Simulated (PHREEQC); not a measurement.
Copper plating or etch bath: an equilibrium model

Consider water at 25 °C with 8.3 mmol/kgw CuCl2, 0.63 mmol/kgw HNO3 and 0.032 mmol/kgw KCl. It is in equilibrium with CO2 at log p = 0 (atm). Otherwise closed; pH follows from the charge balance.

All values are PHREEQC results (ion-association model, phreeqc.dat), not measurements.

```yaml
pH: 3.20
ionic_strength: 0.0251 mol/kgw
specific_conductance: 2120 µS/cm
total_alkalinity: -0.630 meq/kg
```

```tsv
species	molality	activity	log γ
CO2	0.0336	0.0338	0.003
Cl-	0.0164	0.0141	-0.068
Cu+2	0.00803	0.00456	-0.246
H+	0.000721	0.000635	-0.055
NO3-	0.000630	0.000536	-0.070
CuCl+	0.000201	0.000172	-0.067
CuHCO3+	6.29e-5	5.41e-5	-0.066
K+	3.20e-5	2.74e-5	-0.068
HCO3-	2.74e-5	2.37e-5	-0.063
(CO2)2	2.09e-5	2.10e-5	0.003
CuCl2	1.30e-6	1.30e-6	0.003
CuOH+	8.36e-8	7.17e-8	-0.067
CuCO3	4.26e-8	4.28e-8	0.003
Cu2(OH)2+2	4.13e-9	2.25e-9	-0.264
```

This is a speciation only: nothing precipitates in the calculation. Complexes and solids missing from the database can't appear.
